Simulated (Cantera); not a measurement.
Feed: 1 mol Si₃N₄, 0.32 mol N₂, 0.00012 mol Cl₂, held at 10000 Pa.

Equilibrium computed with Cantera from the NASA thermochemical tables; the gas is ideal and each condensed phase is pure. Candidate condensed phases: Si, Si₃N₄; 13 gas species. The numbers say what is thermodynamically allowed, not how fast it happens.

Question: Which condensed phases are stable at each of these points (T (K)): 1975, 2075, 2175, 2275, 2375, 2475, 2575, 2675, 2775, 2875, 2975?

Answer: 
| T (K) | condensed phases | Si condensed (%) |
|---|---|---|
| 1975 | Si(l) | 100.0 |
| 2075 | Si(l) | 99.9 |
| 2175 | Si(l) | 99.7 |
| 2275 | Si(l) | 99.3 |
| 2375 | Si(l) | 98.4 |
| 2475 | Si(l) | 96.3 |
| 2575 | Si(l) | 92.0 |
| 2675 | Si(l) | 82.8 |
| 2775 | Si(l) | 60.8 |
| 2875 | gas only | 0.0 |
| 2975 | gas only | 0.0 |

From 1975 K to 2775 K the condensed part is Si(l). From 2875 K to 2975 K nothing is condensed.
